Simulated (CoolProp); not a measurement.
Methanol along the isobar 9140 kPa: density (kg/m³) from the reference equation and from simpler models built on Tc = 240.2 °C, pc = 8216 kPa, ω = 0.565; each cubic takes its own stable root.

The numbers come from the reference Helmholtz-energy equation of state, de Reuck 1993 in CoolProp.

```tsv
T (°C)	phase	reference	Soave-Redlich-Kwong	Peng-Robinson
148.85	liquid	666.6	494.0	558.5
164.05	liquid	644.9	472.5	534.2
179.25	liquid	620.2	448.1	506.3
194.55	liquid	591.2	419.5	473.4
209.75	liquid	556.1	385.3	433.7
224.95	liquid	508.9	341.2	382.0
240.25	supercritical	422.4	269.7	297.4
255.45	supercritical	142.2	130.6	138.5
270.65	supercritical	109.5	104.3	109.6
285.95	supercritical	94.66	91.44	95.63
301.15	supercritical	85.54	83.07	86.56
316.35	supercritical	79.17	76.87	79.88
331.65	supercritical	74.34	71.96	74.59
346.85	supercritical	70.53	67.96	70.30
```
